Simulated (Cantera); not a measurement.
## Si + HCl (silicon etching in halogen gases)

Feed: 1 mol Si, a varied amount of HCl, held at 652 °C and 1.00 Torr.

These are equilibrium values from Cantera (NASA tables, ideal gas, pure condensed phases), not measurements of a reactor. Candidate condensed phases: Si; 19 gas species. The tables' values for SiCl3 are old estimates; treat these amounts as uncertain. Kinetics and transport are ignored.

| n(HCl) (mol) | x HCl | x H2 | x SiCl4 | x SiHCl3 | x SiCl3 | x SiCl2 | x SiH2Cl2 | n Si(s) |
|---|---|---|---|---|---|---|---|---|
| 1.4 | 0.0334 | 0.636 | 0.303 | 0.0209 | 0.00440 | 0.00254 | 0.000142 | 0.651 |
| 3 | 0.0334 | 0.636 | 0.303 | 0.0209 | 0.00440 | 0.00254 | 0.000142 | 0.252 |
| 4.5 | 0.148 | 0.567 | 0.281 | 0.00391 | 0.000871 | 0.000107 | 5.35e-6 | 0 |
| 6.1 | 0.413 | 0.391 | 0.195 | 0.000673 | 0.000180 | 6.62e-6 | 2.28e-7 | 0 |
| 7.7 | 0.553 | 0.298 | 0.149 | 0.000292 | 8.97e-5 | 2.14e-6 | 5.62e-8 | 0 |
| 9.3 | 0.639 | 0.241 | 0.120 | 0.000165 | 5.63e-5 | 1.05e-6 | 2.21e-8 | 0 |
| 11 | 0.700 | 0.200 | 0.0999 | 0.000104 | 3.89e-5 | 6.01e-7 | 1.06e-8 | 0 |
| 12 | 0.727 | 0.182 | 0.0908 | 8.24e-5 | 3.24e-5 | 4.60e-7 | 7.35e-9 | 0 |
x: gas mole fraction; n: condensed amount in mol.

From 1.4 mol HCl to 3 mol HCl the condensed part is Si(s). From 4.5 mol HCl to 12 mol HCl nothing is condensed. The main Si-bearing gas is SiCl4 throughout.
